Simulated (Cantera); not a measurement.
A perfectly stirred reactor is fed with CH4 : O2 : N2 = 1 : 2.74 : 10.3 (molar parts), at 5.20 bar; it is adiabatic with a 473 K inlet, and is followed from long to short residence time, starting on the burning branch (τ in s: 0.054, 0.02, 0.0078, 0.0029, 0.0011, 0.00042, 0.00016, 6.1e-05, 2.3e-05, 8.7e-06).

Cantera simulation using GRI-Mech 3.0 (53 species, 325 reactions); the numbers are that mechanism's predictions, not measurements.

x: mole fraction; the columns are a selection and need not sum to one.

| τ (s) | T (K) | x CH4 | x O2 | x OH | x H2O2 | x NO | x H | x NO2 |
|---|---|---|---|---|---|---|---|---|
| 0.054 | 2021 | 3.83e-6 | 0.0524 | ___ | 1.60e-7 | 0.000203 | 1.09e-5 | 4.14e-7 |
| 0.020 | 2019 | 9.12e-6 | 0.0525 | ___ | 1.79e-7 | 0.000103 | 1.56e-5 | 2.30e-7 |
| 0.0078 | 2014 | 1.92e-5 | 0.0527 | ___ | 2.16e-7 | 6.38e-5 | 2.72e-5 | 1.62e-7 |
| 0.0029 | 2006 | 3.91e-5 | 0.0530 | ___ | 2.89e-7 | 4.60e-5 | 5.74e-5 | 1.33e-7 |
| 0.0011 | 1990 | 7.64e-5 | 0.0535 | ___ | 4.06e-7 | 3.67e-5 | 0.000129 | 1.11e-7 |
| 0.00042 | 1964 | 0.000151 | 0.0547 | ___ | 5.81e-7 | 2.94e-5 | 0.000286 | 8.60e-8 |
| 0.00016 | 1918 | 0.000320 | 0.0572 | 0.00390 | 8.40e-7 | 2.21e-5 | 0.000590 | 5.99e-8 |
| 6.1e-5 | 1833 | 0.000858 | 0.0629 | 0.00369 | 1.27e-6 | 1.28e-5 | 0.000992 | 3.47e-8 |
| 2.3e-5 | 473 | 0.0712 | 0.195 | <1e-12 | <1e-12 | <1e-12 | <1e-12 | <1e-12 |
| 8.7e-6 | 473 | 0.0712 | 0.195 | <1e-12 | <1e-12 | <1e-12 | <1e-12 | <1e-12 |

Task: Complete the blanks.

Result: 
- 0.054, x OH: 0.00137
- 0.020, x OH: 0.00151
- 0.0078, x OH: 0.00177
- 0.0029, x OH: 0.00219
- 0.0011, x OH: 0.00275
- 0.00042, x OH: 0.00339
